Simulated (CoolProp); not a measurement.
Saturation properties of nitrous oxide.

Values from CoolProp's reference Helmholtz-energy equation of state, Lemmon 2006. It is a short technical equation, of lower accuracy than the large ones.

```tsv
T (°C)	p (bar)	enthalpy of vaporisation (kJ/kg)	liquid cp (kJ/(kg K))	vapour Z
-45.35	7.730	319.2	1.819	0.8905
-39.35	9.606	310.0	1.848	0.8729
-33.35	11.80	300.3	1.882	0.8536
-27.35	14.34	290.1	1.923	0.8325
-21.35	17.26	279.1	1.972	0.8096
-15.35	20.59	267.4	2.033	0.7847
-9.35	24.37	254.7	2.108	0.7577
-3.35	28.62	240.9	2.205	0.7281
2.65	33.40	225.8	2.335	0.6957
8.65	38.73	209.0	2.516	0.6597
```

It boils at -88.5 °C under 1 atm.
